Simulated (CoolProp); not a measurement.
Normal hydrogen along the isotherm -244.05 °C: fugacity coefficient from the reference equation and from simpler models built on Tc = -240.0 °C, pc = 12.96 bar, ω = -0.219; each cubic takes its own stable root.

Computed with CoolProp (reference Helmholtz-energy equation of state, Leachman 2009).

| p (bar) | phase | reference |
|---|---|---|
| 1.5 | gas | 0.9478 |
| 2.99 | gas | 0.8962 |
| 4.49 | gas | 0.8443 |
| 5.98 | gas | 0.7921 |
| 7.48 | liquid | 0.7080 |
| 8.97 | liquid | 0.6033 |
| 10.5 | liquid | 0.5268 |
| 12 | liquid | 0.4708 |
| 13.5 | liquid | 0.4274 |
| 15 | liquid | 0.3927 |
| 16.5 | liquid | 0.3645 |
| 17.9 | liquid | 0.3424 |
| 19.4 | liquid | 0.3225 |

Question: How far does each simpler model (van der Waals, Peng-Robinson) lie from the reference over these 13 states: mean and median of the absolute difference, and the worst?

Answer: 
- van der Waals: mean 8.0 %, median 9.7 %, worst +13.4 % at -244.05 °C and 19.4 bar
- Peng-Robinson: mean 1.7 %, median 1.7 %, worst -2.7 % at -244.05 °C and 19.4 bar

At some of these states van der Waals gives the other phase, because its saturation line lies elsewhere.
